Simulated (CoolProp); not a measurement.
Propylene glycol at several states: Z from the reference equation and from simpler models built on Tc = 674.0 K, pc = 7.292 MPa, ω = 0.327; each cubic takes its own stable root.

Values from CoolProp's reference Helmholtz-energy equation of state, Eisenbach 2021.

| T (K) | p (MPa) | phase | reference |
|---|---|---|---|
| 370.5 | 0.384 | liquid | 0.009725 |
| 229.6 | 0.0179 | liquid | 0.0006583 |
| 228.3 | 3.09 | liquid | 0.1141 |
| 317.9 | 0.0369 | liquid | 0.001044 |
| 360 | 13.9 | liquid | 0.3560 |
| 618.2 | 4.4 | liquid | 0.09597 |

### Question
How far does each simpler model (van der Waals, Redlich-Kwong, Peng-Robinson) lie from the reference over these 6 states: mean and median of the absolute difference, and the worst?

### Answer
- van der Waals: mean 15956.0 %, median 54.6 %, worst +94890.4 % at 317.9 K and 0.0369 MPa
- Redlich-Kwong: mean 97.2 %, median 3.8 %, worst +563.6 % at 618.2 K and 4.4 MPa
- Peng-Robinson: mean 8.1 %, median 9.3 %, worst -10.3 % at 370.5 K and 0.384 MPa

At some of these states van der Waals, Redlich-Kwong gives the other phase, because its saturation line lies elsewhere.
